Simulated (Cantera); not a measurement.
Source: NASA polynomial tables (part measured, part estimated), evaluated in Cantera. Values are per mole of reaction as written; species without (g) are pure solids or liquids, kept so even where they would boil at 1 bar.

Between 798 and 1798 K, where is each reaction favourable under standard conditions?
- 1.2 Ti + O2(g) → 0.4 Ti3O5
- 0.8 V + O2(g) → 0.4 V2O5
- 2 Si + O2(g) → 2 SiO(g)


- 1.2 Ti + O2(g) → 0.4 Ti3O5: ΔG° is -838 kJ at 798 K and -672 kJ at 1798 K; it stays negative (K > 1). ΔH° is -964 kJ and ΔS° -163 J/K at 1798 K.
- 0.8 V + O2(g) → 0.4 V2O5: ΔG° is -482 kJ at 798 K and -347 kJ at 1798 K; it stays negative (K > 1). ΔH° is -575 kJ and ΔS° -127 J/K at 1798 K.
- 2 Si + O2(g) → 2 SiO(g): ΔG° is -341 kJ at 798 K and -494 kJ at 1798 K; it stays negative (K > 1). ΔH° is -326 kJ and ΔS° 94 J/K at 1798 K.
